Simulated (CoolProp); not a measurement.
Vapour-liquid equilibrium of R143a (1) + isobutane (2) at 0.041 MPa; x and y are mole fractions of (1).

Model: multi-fluid Helmholtz-energy mixture model, Lemmon and Jacobsen 2000 and Bücker 2006; pair parameters Bell 2016, in CoolProp.

```csv
x,"bubble temperature, mixture model (K)","bubble temperature, Raoult's law (K)","y, mixture model","y, Raoult's law"
0.05,225.8,236.8,0.541,0.202
0.2,212.8,228.6,0.805,0.559
0.35,210.4,222.7,0.841,0.741
0.5,209.9,218.2,0.850,0.846
0.65,209.5,214.7,0.859,0.913
0.8,209.0,211.7,0.884,0.959
0.95,208.5,209.3,0.954,0.991
```

The largest gap from Raoult's law is -15.8 K in bubble temperature, at x = 0.2. No azeotrope shows between x = 0.05 and 0.95.

The pair parameters rest on a limited set of measurements; away from them the model extrapolates. With so large a gap from Raoult's law the liquid may split in two, which this calculation doesn't test in full.
